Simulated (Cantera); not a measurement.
Cantera run, input and output.

```python
import numpy as np
import cantera as ct

surf = ct.Interface("diamond.yaml", "diamond_100")
gas, bulk = surf.adjacent["gas"], surf.adjacent["diamond"]
k = surf.kinetics_species_index(bulk.species_names[0])
cover = ["c6HH", "c6H*", "c6*H", "c6**", "c6HM", "c6B"]

rows, drift = [], 0.0
print(f"{'xCH3':>10s}{'um/h':>11s}" + "".join(f"{s:>11s}" for s in cover))
for v in [1e-06, 2.5e-06, 6.3e-06, 1.6e-05, 4e-05, 0.0001, 0.00025, 0.00064, 0.0016]:
    T, P, xH, xCH3 = 925, 5600, 0.019, v
    gas.TPX = T, P, {"H": xH, "CH3": xCH3, "CH4": 0.0023, "H2": 1 - xH - xCH3 - 0.0023}
    surf.TP = bulk.TP = T, P
    surf.coverages = "c6H*:0.1, c6HH:0.9"
    surf.advance_coverages(100.0)
    before = surf.coverages
    surf.advance_coverages(100.0)
    drift = max(drift, np.max(np.abs(surf.coverages - before) / (surf.coverages + 1e-9)))
    rate = surf.net_production_rates[k] * bulk.mean_molecular_weight / bulk.density * 3.6e9
    rows.append([rate, *surf[cover].coverages])
    print(f"{v:10.4g}{rate:11.4e}" + "".join(f"{x:11.3e}" for x in rows[-1][1:]))
```

Output:

```
      xCH3       um/h       c6HH       c6H*       c6*H       c6**       c6HM        c6B
     1e-06 2.0375e-02  6.675e-01  1.244e-02  3.146e-01  5.501e-03  3.978e-05  5.529e-11
   2.5e-06 5.0933e-02  6.674e-01  1.243e-02  3.145e-01  5.500e-03  9.943e-05  1.382e-10
   6.3e-06 1.2832e-01  6.673e-01  1.243e-02  3.145e-01  5.499e-03  2.505e-04  3.482e-10
   1.6e-05 3.2572e-01  6.670e-01  1.243e-02  3.143e-01  5.496e-03  6.359e-04  8.839e-10
     4e-05 8.1323e-01  6.662e-01  1.241e-02  3.139e-01  5.487e-03  1.588e-03  2.207e-09
    0.0001 2.0264e+00  6.642e-01  1.237e-02  3.130e-01  5.466e-03  3.956e-03  5.499e-09
   0.00025 5.0244e+00  6.592e-01  1.228e-02  3.106e-01  5.414e-03  9.809e-03  1.363e-08
   0.00064 1.2594e+01  6.468e-01  1.204e-02  3.046e-01  5.282e-03  2.459e-02  3.417e-08
    0.0016 2.9948e+01  6.183e-01  1.150e-02  2.908e-01  4.981e-03  5.848e-02  8.127e-08
```

Computed with Cantera and the Harris–Goodwin 1993 mechanism for the reconstructed diamond (100) surface.
